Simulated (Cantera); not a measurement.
An adiabatic, constant-pressure homogeneous reactor starts with CH4 : C2H6 : O2 : N2 = 1 : 0.07 : 2.64 : 9.93 (molar parts), equivalence ratio 0.85, at 1198 K and 3.10 bar.

Computed with Cantera and GRI-Mech 3.0 (53 species, 325 reactions).

### Question
Predict: time of steepest temperature rise; temperature at 9.00 s; equilibrium temperature; x(O2) at 9.00 s; x(CO) at 9.00 s; x(HO2) at 9.00 s.

### Answer
| Property | Result |
|---|---|
| time of steepest temperature rise | 3.54 ms |
| temperature at 9.00 s | 2612 K |
| equilibrium temperature | 2612 K |
| x(O2) at 9.00 s | 0.0296 (gas-phase equilibrium 0.0296) |
| x(CO) at 9.00 s | 0.0146 (gas-phase equilibrium 0.0146) |
| x(HO2) at 9.00 s | 7.00e-6 (gas-phase equilibrium 7.00e-6) |
